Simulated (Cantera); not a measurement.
Feed: 1 mol CaF₂, 0.24 mol H₂, 0.2 mol N₂, 0.038 mol O₂, held at 1250 K and 4.70e-5 bar.

Equilibrium computed with Cantera from the NASA thermochemical tables; the gas is ideal and each condensed phase is pure. Candidate condensed phases: Ca, CaF₂, CaO, Ca(OH)₂, H₂O; 47 gas species. Mutual solubility and eutectic melting of coexisting phases are not modelled. Equilibrium is a limit: real reactors are often held back by kinetics, nucleation or transport.

Base state: N₂ 0.434, H₂ 0.356, H₂O 0.121, HF 0.0884, CaF₂ 6.62e-5, H 4.21e-5 (mole fractions); condensed: CaF₂(s) + CaO(s).

Problem. What changes in the equilibrium state with this change: temperature from 1250 K to 2175 K?

Solution. 
```json
[
 {"species": "CaF₂", "before": "6.62e-5", "after": "0.459"},
 {"species": "HF", "before": "0.0884", "after": "0.160"},
 {"species": "N₂", "before": "0.434", "after": "0.118"},
 {"species": "H₂", "before": "0.356", "after": "0.0126"},
 {"species": "Ca", "before": "<1e-9", "after": "0.0302"},
 {"species": "O", "before": "<1e-9", "after": "0.0230"},
 {"species": "CaF", "before": "9.66e-9", "after": "0.0997"},
 {"species": "H", "before": "4.21e-5", "after": "0.0799"},
 {"species": "H₂O", "before": "0.121", "after": "0.00607"},
 {"species": "O₂", "before": "<1e-9", "after": "0.00469"},
 {"species": "F", "before": "<1e-9", "after": "0.000804"},
 {"species": "NO", "before": "<1e-9", "after": "0.000688"},
 {"species": "CaOH", "before": "<1e-9", "after": "0.000228"},
 {"species": "CaO", "before": "<1e-9", "after": "0.000216"},
 {"species": "CaF₂(s), mol", "before": "0.980", "after": "0"},
 {"species": "CaO(s), mol", "before": "0.0203", "after": "0"}
]
```

Problem. What changes in the equilibrium state with this change: N₂ from 0.2 to 1.4 mol?

Solution. 
| species | before | after |
|---|---|---|
| N₂ | 0.434 | 0.836 |
| H₂ | 0.356 | 0.0980 |
| HF | 0.0884 | 0.0404 |
| H₂O | 0.121 | 0.0252 |
| CaF₂ | 6.62e-5 | 6.62e-5 |
| H | 4.21e-5 | 2.21e-5 |
| CaF₂(s), mol | 0.980 | 0.966 |
| CaO(s), mol | 0.0203 | 0.0338 |

Problem. What changes in the equilibrium state with this change: temperature from 1250 K to 2073 K?

Solution. 
```tsv
species	before	after
CaF₂	6.62e-5	0.505
HF	0.0884	0.171
N₂	0.434	0.126
H₂	0.356	0.0244
Ca	<1e-9	0.0186
CaF	9.66e-9	0.0762
H	4.21e-5	0.0599
H₂O	0.121	0.00965
O	<1e-9	0.00475
O₂	<1e-9	0.000802
F	<1e-9	0.000230
NO	<1e-9	0.000229
CaOH	<1e-9	0.000222
CaF₂(s), mol	0.980	0
CaO(s), mol	0.0203	0.0454
```
